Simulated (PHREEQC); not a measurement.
**Leach liquor (model solution)**

Solution (25 °C): 0.13 mol/kgw HCl and 0.0064 mol/kgw Al2(SO4)3. Closed to the air; pH follows from the charge balance.

Model: ion-association model, phreeqc.dat, run in PHREEQC.

No solid was allowed to form.

Task: Predict the pH, ionic strength, specific conductance.

Result: pH 1.02; ionic strength 0.175 mol/kgw; specific conductance 42500 µS/cm.

Task: In which forms is S present?

Result: HSO4- 59 %, AlSO4+ 23 %, SO4-2 16 %, Al(SO4)2- 1.4 % of the S.

Complexes and solids missing from the database can't appear.
